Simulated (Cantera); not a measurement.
Cantera run:

```python
import numpy as np
import cantera as ct

gas_names = """
    SO2 O2
""".split()
cond_names = """
    FeSO4(s) Fe(a) Fe(c) Fe(d) Fe(L)
""".split()


# ... load() reads the species with a 1 bar reference pressure and builds the phases ...
species = {s.name: s for s in load("nasa_gas.yaml", gas_names) + load("nasa_condensed.yaml", cond_names)}
# Each term lists the table entries of one substance; the one whose range holds T is used.
reactions = {
    'FeSO4 = SO2(g) + Fe + O2(g)':
        [(-1, ['FeSO4(s)']), (1, ['SO2']), (1, ['Fe(a)', 'Fe(c)', 'Fe(d)', 'Fe(L)']), (1, ['O2'])],
}


def pick(names, T):
    return next(species[n] for n in names if species[n].thermo.min_temp <= T <= species[n].thermo.max_temp)


results = []
for label, terms in reactions.items():
    print(label)
    print("     T/K   dH/kJ  dS/(J/K)   dG/kJ   log10 K")
    for T in [423, 498, 573, 648, 723, 798, 873, 948]:
        used = [(nu, pick(names, T)) for nu, names in terms]
        dH = sum(nu * s.thermo.h(T) for nu, s in used) / 1e6
        dS = sum(nu * s.thermo.s(T) for nu, s in used) / 1e3
        dG = dH - T * dS / 1e3
        logK = -dG * 1e6 / (ct.gas_constant * T * np.log(10))
        results.append((label, T, dH, dS, dG, logK, [s.name for _, s in used]))
        print(f"{T:8g} {dH:8.1f} {dS:8.1f} {dG:8.1f} {logK:8.2f}")
```

Result:

```
FeSO4 = SO2(g) + Fe + O2(g)
     T/K   dH/kJ  dS/(J/K)   dG/kJ   log10 K
     423    630.5    355.7    480.1   -59.29
     498    629.1    352.6    453.5   -47.57
     573    627.4    349.4    427.2   -38.95
     648    625.5    346.3    401.1   -32.33
     723    623.5    343.4    375.3   -27.11
     798    621.5    340.7    349.6   -22.88
     873    619.7    338.5    324.2   -19.40
     948    618.1    336.7    298.8   -16.47
```

Standard-state values (1 bar) from the NASA 1993 polynomials, evaluated with Cantera. Condensed species are held in their standard states even where they would react or evaporate.
